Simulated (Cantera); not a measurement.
Charge: 1 mol SiC, a varied amount of N₂O, 270 mol H₂, held at 1223.15 K and 1.70 mbar.

Equilibrium computed with Cantera from the NASA thermochemical tables; the gas is ideal and each condensed phase is pure. Candidate condensed phases: C, C₆H₆, C₇H₈, C₈H₁₈, H₂O, Si, SiC, SiO₂, Si₂N₂O, Si₃N₄; 151 gas species. Mutual solubility and eutectic melting of coexisting phases are not modelled. The tables hold silica as quartz up to 1696 K and as liquid above; real silica turns to tridymite and cristobalite and melts near 1996 K. Equilibrium is a limit: real reactors are often held back by kinetics, nucleation or transport.

x: gas mole fraction; n: condensed amount in mol.

| n(N₂O) (mol) | x H₂ | x N₂ | x CO | x CH₄ | x H₂O | x H | n SiC(s) | n Si₂N₂O(s) | n C(graphite) | n SiO₂(β-quartz) |
|---|---|---|---|---|---|---|---|---|---|---|
| 0.056 | 1.000 | 0.000139 | 0.000136 | 3.58e-6 | 2.93e-8 | 7.31e-6 | 0.962 | 0.0185 | 0 | 0 |
| 0.083 | 1.000 | 0.000205 | 0.000202 | 4.65e-6 | 3.35e-8 | 7.31e-6 | 0.944 | 0.0277 | 0 | 0 |
| 0.12 | 0.999 | 0.000295 | 0.000293 | 5.95e-6 | 3.80e-8 | 7.31e-6 | 0.919 | 0.0402 | 0 | 0 |
| 0.18 | 0.999 | 0.000442 | 0.000441 | 7.79e-6 | 4.35e-8 | 7.31e-6 | 0.879 | 0.0605 | 0 | 0 |
| 0.27 | 0.999 | 0.000662 | 0.000661 | 1.02e-5 | 4.99e-8 | 7.31e-6 | 0.818 | 0.0907 | 0 | 0 |
| 0.41 | 0.998 | 0.00101 | 0.00100 | 1.34e-5 | 5.73e-8 | 7.30e-6 | ? | 0.138 | 0 | 0 |
| 0.61 | 0.997 | 0.00149 | 0.00149 | 1.75e-5 | 6.53e-8 | 7.30e-6 | ? | 0.205 | 0 | 0 |
| 0.9 | 0.996 | 0.00218 | 0.00218 | 2.24e-5 | 7.40e-8 | 7.30e-6 | ? | 0.308 | 0.0187 | 0 |
| 1.3 | 0.994 | 0.00294 | 0.00294 | 2.24e-5 | 9.98e-8 | 7.29e-6 | 0 | 0.500 | 0.193 | 0 |
| 2 | 0.990 | 0.00611 | 0.00367 | 3.42e-7 | 8.02e-6 | 7.28e-6 | 0 | 0.333 | 0 | 0.331 |
| 3 | 0.985 | 0.0109 | 0.00365 | 2.78e-7 | 9.69e-6 | 7.26e-6 | 0 | 0.000371 | 0 | 0.998 |

### Question
Some entries are withheld; supply them.

### Answer

- 0.41, n SiC(s): 0.724
- 0.61, n SiC(s): 0.590
- 0.9, n SiC(s): 0.383
